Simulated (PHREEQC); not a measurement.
Consider water at 20 °C with 1.4 mmol/kgw NH4HF2, 1.3 mmol/kgw BaCl2 and 18 mmol/kgw HF. Closed to the air; pH follows from the charge balance.

All values are PHREEQC results (ion-association model, wateq4f.dat), not measurements.

The ionic strength comes out as 0.00835 mol/kgw. What activity coefficients do Cl-, Ba+2, NH4+, H+, HF2- get?

Cl- 0.91, Ba+2 0.69, NH4+ 0.91, H+ 0.92, HF2- 0.91.

Precipitation was switched off in this run. Species that the database lacks are ignored. wateq4f.dat counts part of the HF as a dimer, H2F2, which phreeqc.dat doesn't know; its constant is uncertain.
